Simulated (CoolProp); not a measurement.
Values from CoolProp's reference Helmholtz-energy equation of state, Lemmon 2006. It is a short technical equation, of lower accuracy than the large ones.

Problem. For hydrogen sulfide, give the phase and the cp (kJ/(kg K)) at 10.15 °C and 57.1 bar; 363.05 °C and 3.28 bar.

Solution. 
- 10.15 °C and 57.1 bar: liquid; cp 2.09
- 363.05 °C and 3.28 bar: gas; cp 1.17
